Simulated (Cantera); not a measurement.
Input: 1 mol AlN, 2.1 mol N2, at 43.0 mbar.

Cantera equilibrium calculation (NASA polynomials, part measured and part estimated; ideal gas, pure solids and liquids). Candidate condensed phases: Al, AlN; 5 gas species. Kinetics and transport are ignored.

log p: log10 of the partial pressure in bar; n: condensed amount in mol.

| T (K) | log p N2 | log p Al | log p Al2 | log p N | n AlN(s) |
|---|---|---|---|---|---|
| 1575 | -1.37 | -8.47 | <-13 | -13.11 | 1.00 |
| 1725 | -1.37 | -6.64 | -13.07 | -11.72 | 1.000 |
| 1875 | -1.37 | … | … | … | 1.000 |
| 2025 | -1.37 | … | … | … | 0.992 |
| 2175 | -1.39 | -2.67 | -6.22 | -8.73 | 0.887 |
| 2325 | -1.51 | -1.92 | -5.00 | -8.04 | 0 |
| 2475 | -1.51 | -1.92 | -5.23 | -7.39 | 0 |
| 2625 | -1.51 | -1.92 | -5.44 | -6.81 | 0 |
| 2775 | -1.51 | -1.92 | -5.63 | -6.29 | 0 |

Task: Some entries are withheld; supply them.

Result: 
- 2025, log p Al: -3.80
- 2025, log p Al2: -8.17
- 2025, log p N: -9.57
- 1875, log p Al: -5.10
- 1875, log p Al2: -10.42
- 1875, log p N: -10.56
